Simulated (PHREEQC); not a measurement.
A solution holds 61 mmol/kgw NiSO4, 0.41 mmol/kgw KCl and 1.4 mmol/kgw MnSO4, at 20 °C. Closed to the air; pH follows from the charge balance.

All values are PHREEQC results (ion-association model, wateq4f.dat), not measurements.

```csv
quantity,before,after
pH,6.12,4.15
ionic strength (mol/kgw),0.145,0.145
SO4-2 (mol/kgw),0.0360,0.0360
Ni+2 (mol/kgw),0.0352,0.0352
Mn+2 (mol/kgw),0.000835,0.000834
SI of Morenosite (NiSO4:7H2O),-1.45,-1.46
```

Problem. Which change was made?
A) diluted 5-fold with water
B) 0.0088 mol/kgw CO2 added
C) KCl left out
D) temperature from 20 to 35 °C
E) MnSO4 from 0.0014 to 0.014 mol/kgw

Solution. B, 0.0088 mol/kgw CO2 added

Precipitation was switched off in this run.
